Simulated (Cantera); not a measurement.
A perfectly stirred reactor is fed with H2 : O2 = 0.06 : 1 (molar parts), at 10.00 Torr; it is held at 1073 K, and followed from long to short residence time.

Detailed kinetics in Cantera: GRI-Mech 3.0 (53 species, 325 reactions). Radical loss at walls, strong at low pressure, is not modelled. The temperature is held fixed by assumption; the heat of reaction is taken as removed at once.

Problem. What does this change do: temperature 1073 to 1400 K?

Solution. 
```csv
quantity,before,after
x(H2) at τ = 4.40 s,0.000129,7.84e-5
x(O2) at τ = 4.40 s,0.941,0.939
x(O) at τ = 4.40 s,0.000766,0.00223
x(H) at τ = 4.40 s,4.60e-5,9.56e-5
x(HO2) at τ = 4.40 s,1.59e-6,5.47e-7
x(H2) at τ = 20.0 ms,0.00300,0.00130
x(O2) at τ = 20.0 ms,0.924,0.905
x(O) at τ = 20.0 ms,0.0147,0.0318
x(H) at τ = 20.0 ms,0.00565,0.00530
x(HO2) at τ = 20.0 ms,5.75e-6,2.03e-6
```
